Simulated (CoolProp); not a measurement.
A closed Brayton cycle with carbon dioxide: compressor inlet 305.15 K and 8.3 MPa, high pressure 23.9 MPa, turbine inlet 905 K, compressor efficiency 0.85, turbine efficiency 0.85, recuperator effectiveness 0.8 (on enthalpy, no pinch check). Each further row changes one setting.

The numbers come from the reference Helmholtz-energy equation of state, Span 1996 in CoolProp.

```tsv
case	thermal efficiency (%)	net work (kJ/kg)	compressor to turbine work	compressor exit (K)	turbine exit (K)
as stated	[?]	120	0.17	332.9	778.7
turbine inlet 855 K	30.0	[?]	0.18	332.9	733.0
compressor inlet 315.15 K	30.2	99.2	[?]	390.9	778.7
high pressure 20.3 MPa	28.2	104	[?]	327.8	797.5
recuperator effectiveness 0.5	21.7	120	0.17	332.9	778.7
```

Problem. Some entries are withheld; supply them.

Solution. 
- as stated, thermal efficiency (%): 30.7
- turbine inlet 855 K, net work (kJ/kg): 111
- compressor inlet 315.15 K, compressor to turbine work: 0.31
- high pressure 20.3 MPa, compressor to turbine work: 0.16
